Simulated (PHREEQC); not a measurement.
**Buffer (model solution)**

A solution holds 1.3 mmol/kgw H3BO3 and 1.7 mmol/kgw NaOH, at 11 °C. Closed to the air; pH follows from the charge balance.

Model: ion-association model, phreeqc.dat, run in PHREEQC.

Each row changes one thing in this solution. No solid was allowed to form.

```tsv
case	pH	ionic strength (mol/kgw)	H2BO3- (mol/kgw)	H3BO3 (mol/kgw)
as made	11.10	0.00170	0.00128	2.21e-5
H3BO3 from 0.0013 to 0.00065 mol/kgw	11.50	0.00170	0.000646	4.47e-6
NaOH replaced by Na2CO3 at the same molality	10.07	0.00393	0.00110	0.000199
NaOH left out	___	___	7.55e-7	0.00130
H3BO3 from 0.0013 to 0.00195 mol/kgw	10.09	0.00170	0.00166	0.000291
NaOH from 0.0017 to 0.00085 mol/kgw	___	0.000850	0.000837	___
temperature from 11 to 60 °C	9.76	0.00170	0.00112	0.000182
diluted 2-fold with water	10.82	0.000850	0.000629	2.08e-5
```

### Question
Complete the blanks.

### Answer

- NaOH left out, pH: 6.12
- NaOH left out, ionic strength (mol/kgw): 7.59e-7
- NaOH from 0.0017 to 0.00085 mol/kgw, pH: 9.60
- NaOH from 0.0017 to 0.00085 mol/kgw, H3BO3 (mol/kgw): 0.000463

Species that the database lacks are ignored. Away from 25 °C the constants follow the database's enthalpies or fits; those with neither stay at their 25 °C values.
